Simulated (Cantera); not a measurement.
## Carbothermic reduction: CuO + CO + N2

Charge: 1 mol CuO, 0.92 mol CO, 1.3 mol N2, equilibrated at 0.0133 bar.

Cantera equilibrium calculation (NASA polynomials, part measured and part estimated; ideal gas, pure solids and liquids). Candidate condensed phases: C, Cu, CuO, Cu2O; 27 gas species. Each liquid is taken as pure. Mutual solubility and eutectic melting of coexisting phases are not modelled. The numbers say what is thermodynamically allowed, not how fast it happens.

| T (K) | x N2 | x CO2 | x O2 | x Cu | x CO | x NO | x O | x CuO | n Cu(s) | n Cu2O(s) | n Cu(l) | n Cu2O(l) |
|---|---|---|---|---|---|---|---|---|---|---|---|---|
| 1148 | 0.586 | 0.414 | 1.41e-6 | 2.04e-7 | 1.47e-5 | 2.88e-7 | 8.15e-11 | 1.22e-11 | 0.840 | 0.0800 | 0 | 0 |
| 1198 | 0.586 | 0.414 | 6.03e-6 | 8.71e-7 | 2.43e-5 | 8.90e-7 | 5.11e-10 | 9.42e-11 | 0.840 | 0.0800 | 0 | 0 |
| 1248 | 0.586 | 0.414 | 2.30e-5 | 3.30e-6 | 3.87e-5 | 2.51e-6 | 2.76e-9 | 6.14e-10 | 0.840 | 0.0800 | 0 | 0 |
| 1298 | 0.586 | 0.414 | 7.87e-5 | 1.13e-5 | 5.95e-5 | 6.52e-6 | 1.31e-8 | 3.46e-9 | 0.840 | 0.0798 | 0 | 0 |
| 1348 | 0.585 | 0.414 | 0.000245 | 3.51e-5 | 8.85e-5 | 1.58e-5 | 5.54e-8 | 1.71e-8 | 0.842 | 0.0791 | 0 | 0 |
| 1398 | 0.585 | 0.414 | 0.000804 | 9.73e-5 | 0.000120 | 3.82e-5 | 2.25e-7 | 7.73e-8 | 0 | 0.0766 | 0.847 | 0 |
| 1448 | 0.584 | 0.413 | 0.00250 | 0.000249 | 0.000156 | 8.83e-5 | 8.45e-7 | 3.18e-7 | 0 | 0.0690 | 0.861 | 0 |
| 1498 | 0.581 | 0.411 | 0.00718 | 0.000596 | 0.000199 | 0.000192 | 2.90e-6 | 1.18e-6 | 0 | 0.0479 | 0.903 | 0 |
| 1548 | 0.575 | 0.407 | 0.0156 | 0.00135 | 0.000277 | 0.000358 | 8.26e-6 | 3.64e-6 | 0 | 0 | 0.978 | 0.00924 |
| 1598 | 0.573 | 0.405 | 0.0177 | 0.00290 | 0.000513 | 0.000474 | 1.63e-5 | 7.68e-6 | 0 | 0 | 0.993 | 0 |
| 1648 | 0.571 | 0.403 | 0.0178 | 0.00592 | 0.000965 | 0.000585 | 2.92e-5 | 1.47e-5 | 0 | 0 | 0.986 | 0 |
| 1698 | 0.568 | 0.400 | 0.0179 | 0.0116 | 0.00174 | 0.000714 | 5.08e-5 | 2.70e-5 | 0 | 0 | 0.973 | 0 |
x: gas mole fraction; n: condensed amount in mol.

From 1148 K to 1348 K the condensed part is Cu(s) + Cu2O(s). From 1398 K to 1498 K the condensed part is Cu(l) + Cu2O(s). At 1548 K the condensed part is Cu(l) + Cu2O(l). From 1598 K to 1698 K the condensed part is Cu(l). The main Cu-bearing gas is Cu throughout.
